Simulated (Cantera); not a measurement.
MgO + Cl2 + H2 (oxide etching and cleaning by halides)

A closed system holds: 1 mol MgO, 0.66 mol Cl2, 0.38 mol H2, held at 1725 K.

These are equilibrium values from Cantera (NASA tables, ideal gas, pure condensed phases), not measurements of a reactor. Candidate condensed phases: H2O, Mg, MgCl2, MgO, Mg(OH)2; 22 gas species. Rates play no part.

| P (Pa) | x HCl | x Cl | x MgCl2 | x O2 | x H2O | x Cl2 | x H | n MgO(s) |
|---|---|---|---|---|---|---|---|---|
| 1 | 0.460 | 0.362 | 0.0932 | 0.0176 | 0.0539 | 2.74e-5 | 0.00339 | 0.876 |
| 5.20 | 0.489 | 0.309 | 0.116 | 0.0315 | 0.0492 | 0.000104 | 0.000814 | 0.852 |
| 27 | 0.513 | 0.251 | 0.142 | 0.0476 | 0.0441 | 0.000356 | 0.000202 | 0.822 |
| 140 | 0.532 | 0.195 | 0.168 | 0.0633 | 0.0399 | 0.00111 | 5.21e-5 | 0.792 |
| 720 | 0.547 | 0.145 | 0.191 | 0.0765 | 0.0371 | 0.00314 | 1.40e-5 | 0.766 |
| 3700 | 0.558 | 0.103 | 0.208 | 0.0859 | 0.0356 | 0.00822 | 3.91e-6 | 0.749 |
| 19000 | 0.568 | 0.0706 | 0.216 | 0.0899 | 0.0355 | 0.0198 | 1.13e-6 | 0.743 |
| 100000 | 0.576 | 0.0456 | 0.211 | 0.0865 | 0.0373 | 0.0434 | 3.37e-7 | 0.754 |
x: gas mole fraction; n: condensed amount in mol.

From 0.00750 Torr to 750 Torr the condensed part is MgO(s). The main Mg-bearing gas is MgCl2 throughout. The share of Mg in condensed phases is highest at 0.00750 Torr (87.6 %) and lowest at 143 Torr (74.3 %).
